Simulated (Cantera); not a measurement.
Gas mixture: 45.0 % NO, 55.0 % CO2, at 4.84 atm, frozen composition.

Cantera's kinetic-theory transport with the Lennard-Jones parameters of GRI-Mech 3.0, ideal gas; thermal conductivity in the multicomponent form.

One state of this run: ρ (kg/m³) = 2.47; cp (J/kg/K) = 1172; μ (µPa s) = 38.9; λ (mW/m/K) = 63.0; Pr = 0.724; D (cm²/s) C2H2 = 0.205; D (cm²/s) NO = 0.221; D (cm²/s) H2O = 0.308. D: mixture-averaged diffusion coefficient of that species in the mixture.

Q: Which value of T (K) does it belong to?
(A) 800
(B) 900
(C) 600
(D) 400

A: B, 900
